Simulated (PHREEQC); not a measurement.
Solution (25 °C): 0.0012 mol/kgw H3PO4 and 5.7e-05 mol/kgw Na2CO3. Closed to the air; pH follows from the charge balance.

Equilibrium calculation in PHREEQC: ion-association model, phreeqc.dat.

Each row changes one thing in this solution. This is a speciation only: nothing precipitates in the calculation.

| case | pH | ionic strength (mol/kgw) | HCO3- (mol/kgw) |
|---|---|---|---|
| as made | 3.04 | 0.00106 | 2.87e-8 |
| temperature from 25 to 30 °C | 3.04 | 0.00106 | 3.05e-8 |
| temperature from 25 to 10 °C | 3.03 | 0.00108 | 2.17e-8 |
| H3PO4 left out | 9.66 | 0.000124 | 4.66e-5 |
| Na2CO3 replaced by NH4HCO3 at the same molality | 3.02 | 0.00106 | 2.72e-8 |
| H3PO4 from 0.0012 to 0.0024 mol/kgw | 2.76 | 0.00193 | 1.53e-8 |

Species that the database lacks are ignored. Away from 25 °C the constants follow the database's enthalpies or fits; those with neither stay at their 25 °C values.
